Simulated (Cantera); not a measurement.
**Ignition delay**

Mixture: CH4 : C2H6 : C3H8 : O2 : N2 : CO2 = 1 : 0.14 : 0.14 : 2.13 : 8 : 1.5 (molar parts), equivalence ratio 1.5, at 760 Torr, adiabatic and at constant pressure. Ignition delay is the time to a rise of 400 K.

Cantera simulation using GRI-Mech 3.0 (53 species, 325 reactions); the numbers are that mechanism's predictions, not measurements.

```tsv
T0 (K)	delay (ms)
1100	22.5
1200	5.23
1300	1.37
1400	0.432
1500	0.169
1600	0.0795
1700	0.0436
1800	0.0268
1900	0.0180
2000	0.0129
```

```json
{
  "apparent activation energy between 1800 and 2000 K": "110 kJ/mol"
}
```
